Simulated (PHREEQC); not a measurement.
Dissolve 0.011 mol MgCl2, 4.6e-06 mol CO2 and 0.11 mol KCl per kg of water at 20 °C and 300 atm. Closed to the air; pH follows from the charge balance.

Model: ion-association model, phreeqc.dat, run in PHREEQC.

```json
{
  "pH": "5.86",
  "ionic_strength": "0.143 mol/kgw",
  "specific_conductance": "13900 µS/cm",
  "density": "1.018 g/cm³"
}
```

| species | molality | activity | log γ |
|---|---|---|---|
| Cl- | 0.132 | 0.0984 | -0.128 |
| K+ | 0.110 | 0.0817 | -0.129 |
| Mg+2 | 0.0110 | 0.00418 | -0.420 |
| CO2 | 2.91e-6 | 3.01e-6 | 0.014 |
| H+ | 1.71e-6 | 1.39e-6 | -0.089 |
| HCO3- | 1.61e-6 | 1.24e-6 | -0.113 |
| MgHCO3+ | 7.97e-8 | 5.96e-8 | -0.126 |
| MgOH+ | 8.63e-9 | 6.79e-9 | -0.104 |
| OH- | 8.52e-9 | 6.30e-9 | -0.132 |

Precipitation was switched off in this run. Species that the database lacks are ignored. Under pressure, the constants of complexes without a molar volume in the database are unreliable.
